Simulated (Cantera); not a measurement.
## Low-pressure radical oxidation in H2/O2

An isothermal, constant-pressure homogeneous reactor starts with 0.859 % H₂, 78.1 % O₂, 21.1 % N₂, at 1050 K and 10.00 Torr.

Cantera simulation using the H2/O2 subset of GRI-Mech 3.0, which has no nitrogen chemistry; the numbers are that mechanism's predictions, not measurements. Radical loss at walls, strong at low pressure, is not modelled.

```
t (s)        x H₂   x O₂     x HO₂       x O    x H₂O₂      x OH
--------  -------  -----  --------  --------  --------  --------
1.00e-5   0.00859  0.781  2.39e-12    <1e-12    <1e-12    <1e-12
5.47e-5   0.00859  0.781  1.31e-11  2.59e-12    <1e-12  2.53e-12
0.000299  0.00859  0.781  7.19e-11  4.85e-11    <1e-12  4.25e-11
0.00164   0.00859  0.781  4.00e-10  8.94e-10    <1e-12  5.70e-10
0.00894   0.00858  0.781   1.99e-8   1.53e-6  4.47e-12   8.74e-7
0.0489    3.82e-5  0.775   1.37e-6   0.00476   1.70e-8  0.000343
0.267     8.05e-6  0.779   6.88e-7   0.00108   1.52e-8  0.000159
1.46      4.98e-7  0.780   1.44e-7   7.11e-5   8.60e-9   4.10e-5
8.00      2.48e-8  0.780   1.56e-8   3.78e-6   1.77e-9   9.52e-6
```
x: mole fraction; the columns are a selection and need not sum to one.

Equilibrium at this temperature and pressure: H₂ 3.08e-11, O₂ 0.780, HO₂ 5.32e-10, O 5.15e-9, H₂O₂ 4.56e-12, OH 3.51e-7 (gas phase only).
